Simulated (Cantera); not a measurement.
Charge: 1 mol Si2Cl6, 56 mol N2, equilibrated at 1727 °C and 0.00490 bar.

Method: chemical equilibrium by Gibbs-energy minimisation in Cantera with the NASA 1993 tables (ideal gas, pure condensed phases). Candidate condensed phases: Si, Si3N4; 13 gas species. The feed counts by its element totals alone. The tables' values for SiCl3, SiCl are old estimates; treat these amounts as uncertain. The numbers say what is thermodynamically allowed, not how fast it happens.

Base state: N2 0.934, Cl 0.0325, SiCl2 0.0322, SiCl3 0.000973, SiCl 0.000132, Si 3.38e-5, SiCl4 3.38e-5 (mole fractions); condensed: gas only.

Question: What changes in the equilibrium state with this change: temperature from 1727 °C to 1002 °C?

Answer: 
```tsv
species	before	after
N2	0.934	0.971
SiCl4	3.38e-5	0.0217
SiCl2	0.0322	0.00361
Cl	0.0325	8.87e-6
SiCl	0.000132	2.69e-9
Si	3.38e-5	<1e-9
SiCl3	0.000973	0.00347
Si3N4(s), mol	0	0.115
```
N2 is the only nitrogen source here; it is nearly inert below about 1500 K, so the nitride shown seldom forms there in practice. The tables' values for SiCl3 are old estimates; treat these amounts as uncertain.
